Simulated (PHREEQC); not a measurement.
Phosphoric acid bath: an equilibrium model

Solution (25 °C): 74 mmol/kgw H3PO4 and 0.62 mmol/kgw H2SO4. Closed to the air; pH follows from the charge balance.

The numbers come from PHREEQC with the ion-association model, phreeqc.dat.

This is a speciation only: nothing precipitates in the calculation.

**Question.** Predict the pH, specific conductance, ionic strength.

**Answer.** pH 1.71; specific conductance 7650 µS/cm; ionic strength 0.0224 mol/kgw.

**Question.** In which forms is S present?

**Answer.** HSO4- 56 %, SO4-2 44 % of the S.

Complexes and solids missing from the database can't appear.
